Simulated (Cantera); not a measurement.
Cantera run, input and output.

```python
import numpy as np
import cantera as ct

gas = ct.Solution("h2o2.yaml")
gas.TPX = 575, 360000, {'H2': 1, 'O2': 0.357, 'N2': 1.04}
flame = ct.FreeFlame(gas, width=0.016)
flame.set_refine_criteria(ratio=3, slope=0.08, curve=0.16)
flame.transport_model = "unity-Lewis-number"
flame.solve(loglevel=0, auto=True)
z, T = flame.grid, flame.T
thick = (T[-1] - T[0]) / np.gradient(T, z).max()
show = ['H2', 'O2', 'O', 'H2O', 'HO2', 'OH']
print(f"laminar burning velocity  {flame.velocity[0] * 100:.3f} cm/s")
print(f"burnt temperature         {T[-1]:.1f} K")
print(f"thermal thickness         {thick * 1e3:.4f} mm")
print(f"grid points               {len(z)}")
z0 = z[flame.heat_release_rate.argmax()]
print(f"{'z/mm':>9s}{'T/K':>9s}{'u/(m/s)':>9s}" + "".join(f"{s:>11s}" for s in show))
rows = []
for k in (-3, -2, -1.5, -1, -0.5, -0.25, 0, 0.25, 0.5, 1, 2, 4, 8):
    zz = z0 + k * thick
    rows.append([k * thick, np.interp(zz, z, T), np.interp(zz, z, flame.velocity),
                 *(np.interp(zz, z, flame.X[gas.species_index(s)]) for s in show)])
    print(f"{rows[-1][0] * 1e3:9.3f}{rows[-1][1]:9.1f}{rows[-1][2]:9.3f}" + "".join(f"{x:11.3e}" for x in rows[-1][3:]))
```

Output:

```
laminar burning velocity  688.239 cm/s
burnt temperature         2665.8 K
thermal thickness         0.0698 mm
grid points               102
     z/mm      T/K  u/(m/s)         H2         O2          O        H2O        HO2         OH
   -0.209    575.0    6.882  4.172e-01  1.489e-01  1.255e-11  1.379e-07  7.436e-09  3.744e-13
   -0.140    575.0    6.883  4.172e-01  1.489e-01  6.546e-10  2.765e-06  1.483e-07  1.958e-11
   -0.105    575.2    6.885  4.172e-01  1.489e-01  1.352e-08  2.733e-05  1.452e-06  4.211e-10
   -0.070    576.8    6.904  4.170e-01  1.488e-01  1.991e-07  2.270e-04  1.191e-05  7.660e-09
   -0.035    642.6    7.658  4.103e-01  1.450e-01  2.335e-05  8.450e-03  3.771e-04  2.663e-05
   -0.017    955.1   11.159  3.705e-01  1.245e-01  5.101e-04  5.373e-02  5.489e-04  8.384e-04
    0.000   1455.1   16.461  2.555e-01  7.191e-02  4.069e-03  1.623e-01  2.129e-04  4.493e-03
    0.017   1781.1   19.698  1.591e-01  2.752e-02  7.341e-03  2.483e-01  7.013e-05  1.154e-02
    0.035   1949.9   21.284  1.328e-01  1.246e-02  7.703e-03  2.781e-01  2.893e-05  1.583e-02
    0.070   2127.7   22.885  1.296e-01  6.514e-03  6.183e-03  2.945e-01  1.375e-05  1.775e-02
    0.140   2299.8   24.378  1.326e-01  4.013e-03  3.956e-03  3.075e-01  7.684e-06  1.687e-02
    0.279   2446.6   25.612  1.348e-01  2.233e-03  2.167e-03  3.197e-01  4.017e-06  1.421e-02
    0.558   2555.4   26.503  1.362e-01  1.111e-03  1.066e-03  3.296e-01  1.889e-06  1.087e-02
```

Detailed kinetics in Cantera: the H2/O2 subset of GRI-Mech 3.0, which has no nitrogen chemistry. The hydrogen kinetics of GRI-Mech 3.0 are dated; newer H2 mechanisms differ, most at raised pressure. Unity Lewis numbers drop preferential diffusion, which matters most where H2 and H carry the flame. Burning velocities carry a grid error of a few per cent, more on coarse grids.
